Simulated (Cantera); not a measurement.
An isothermal, constant-pressure homogeneous reactor starts with NO : N2 = 1 : 1.5 (molar parts), at 1875 K and 20.0 Torr. Integrator tolerance rtol = 1e-08.

Computed with Cantera and GRI-Mech 3.0 (53 species, 325 reactions). Radical loss at walls, strong at low pressure, is not modelled.

### Question
What does this change do: pressure from 20.0 Torr to 100.0 Torr?

### Answer
```
quantity                                             before                                      after
----------------  -----------------------------------------  -----------------------------------------
x(NO) at 2.00 s       0.388 (gas-phase equilibrium 0.00519)      0.353 (gas-phase equilibrium 0.00520)
x(N2O) at 2.00 s    5.64e-5 (gas-phase equilibrium 4.85e-8)    4.94e-5 (gas-phase equilibrium 1.09e-7)
x(O2) at 2.00 s       0.00596 (gas-phase equilibrium 0.197)       0.0231 (gas-phase equilibrium 0.197)
x(O) at 2.00 s    0.000182 (gas-phase equilibrium 0.000658)  0.000116 (gas-phase equilibrium 0.000294)
x(NO2) at 2.00 s    2.61e-5 (gas-phase equilibrium 1.77e-6)    9.66e-5 (gas-phase equilibrium 3.96e-6)
```
